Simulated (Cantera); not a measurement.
An isothermal, constant-pressure homogeneous reactor starts with CH4 : CO2 = 1 : 1 (molar parts), at 1875 K and 420000 Pa.

Cantera simulation using GRI-Mech 3.0 (53 species, 325 reactions); the numbers are that mechanism's predictions, not measurements.

**Question.** Predict: x(CH4) at 30.0 s; x(CO2) at 30.0 s; x(H2) at 30.0 s; x(CH2CO) at 30.0 s; x(CO) at 30.0 s.

**Answer.** 
- x(CH4) at 30.0 s = 0.000448 (gas-phase equilibrium 0.000353)
- x(CO2) at 30.0 s = 0.000121 (gas-phase equilibrium 8.98e-5)
- x(H2) at 30.0 s = 0.499 (gas-phase equilibrium 0.499)
- x(CH2CO) at 30.0 s = 9.34e-8 (gas-phase equilibrium 7.35e-8)
- x(CO) at 30.0 s = 0.500 (gas-phase equilibrium 0.500)
